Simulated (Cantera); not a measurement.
An isothermal, constant-pressure homogeneous reactor starts with CH₄ : CO₂ = 1 : 0.39 (molar parts), at 1798 K and 1.01 bar.

Detailed kinetics in Cantera: GRI-Mech 3.0 (53 species, 325 reactions). GRI-Mech 3.0 stops at C3 and has no aromatics, soot or wall deposition, so with more carbon than oxygen in the feed, carbon stays in small species such as C2H2 where larger ones or solid carbon would form.

x: mole fraction; the columns are a selection and need not sum to one.

```
t (s)       x CH₄    x CO₂    x H₂   x CH₂O  x CH₂CO    x C₂H₆
--------  -------  -------  ------  -------  -------  --------
0.000200    0.636    0.271  0.0583  5.22e-5  1.55e-7   0.00429
0.000537    0.487    0.242   0.183  3.33e-5  2.92e-6   0.00231
0.00144     0.316    0.194   0.325  1.56e-5  1.47e-5  0.000830
0.00386       ___      ___   0.416      ___      ___       ___
0.0104     0.0715   0.0462   0.444  2.38e-6  6.40e-5   5.59e-5
0.0278     0.0315   0.0134   0.472  8.72e-7  6.28e-5   1.26e-5
0.0746     0.0217  0.00931   0.514  3.99e-7  3.74e-5   5.82e-6
0.200      0.0159  0.00482   0.559  1.63e-7  1.48e-5   3.03e-6
0.537      0.0108  0.00115   0.591  8.30e-8  3.32e-6   1.57e-6
1.44      0.00902  3.86e-5   0.601  7.20e-8  6.68e-7   1.21e-6
3.86      0.00895  1.95e-7   0.601  7.17e-8  5.82e-7   1.20e-6
10.4      0.00895  1.90e-7   0.601  7.17e-8  5.82e-7   1.20e-6
27.8      0.00895  1.90e-7   0.601  7.17e-8  5.82e-7   1.20e-6
74.6      0.00895  1.90e-7   0.601  7.17e-8  5.82e-7   1.20e-6
200       0.00895  1.90e-7   0.601  7.17e-8  5.82e-7   1.20e-6
```

Task: Some entries are withheld; supply them.

Result: 
- 0.00386, x CH₄: 0.169
- 0.00386, x CO₂: 0.126
- 0.00386, x CH₂O: 6.69e-6
- 0.00386, x CH₂CO: 3.62e-5
- 0.00386, x C₂H₆: 0.000252
